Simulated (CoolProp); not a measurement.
The fluid at 482.37 K and 19.6 MPa flows at 6.8 m/s in a round tube of 1 mm bore and 15 µm roughness, fully developed (64/Re and Nu = 3.66 if laminar; Colebrook and Gnielinski if turbulent). The same conditions are run with several fluids, on thermodynamics alone (safety and materials aside).

The numbers come from the reference Helmholtz-energy equation of state of each fluid (water: Wagner 2002; n-nonane: Lemmon 2006; ethylbenzene: Zhou 2012; benzene: Thol 2012; p-xylene: Zhou 2012) in CoolProp.

```json
[
 {"fluid": "water", "Reynolds number": "44400", "Darcy friction factor": "0.0447", "pressure drop (Pa/m)": "897000", "heat-transfer coefficient (W/(m² K))": "155000", "mass flow (kg/h)": "16.7"},
 {"fluid": "n-nonane", "Reynolds number": "22000", "Darcy friction factor": "0.0457", "pressure drop (Pa/m)": "633000", "heat-transfer coefficient (W/(m² K))": "22000", "mass flow (kg/h)": "11.5"},
 {"fluid": "ethylbenzene", "Reynolds number": "27400", "Darcy friction factor": "0.0453", "pressure drop (Pa/m)": "760000", "heat-transfer coefficient (W/(m² K))": "24600", "mass flow (kg/h)": "13.9"},
 {"fluid": "benzene", "Reynolds number": "32800", "Darcy friction factor": "0.0451", "pressure drop (Pa/m)": "732000", "heat-transfer coefficient (W/(m² K))": "27800", "mass flow (kg/h)": "13.5"},
 {"fluid": "p-xylene", "Reynolds number": "28000", "Darcy friction factor": "0.0453", "pressure drop (Pa/m)": "755000", "heat-transfer coefficient (W/(m² K))": "24600", "mass flow (kg/h)": "13.9"}
]
```

Transport values come from each fluid's own correlations; those of ethylbenzene are estimates that may be off by 10 % or more.
